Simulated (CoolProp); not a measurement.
Fluoroethane (R161) at 298.15 K and 2.72 MPa is throttled through a valve to 0.711 MPa with no heat exchange. Each further row changes one setting.

The numbers come from the reference Helmholtz-energy equation of state, Wu 2012 in CoolProp.

| case | temperature change (K) | final phase | final density (kg/m³) |
|---|---|---|---|
| as stated | -9.3 | two-phase, vapour fraction 0.060 | 203 |
| outlet pressure 0.213 MPa | -45.0 | two-phase, vapour fraction 0.240 | 21.1 |
| outlet pressure 0.924 MPa | -0.0 | two-phase, vapour fraction 0.001 | 691 |
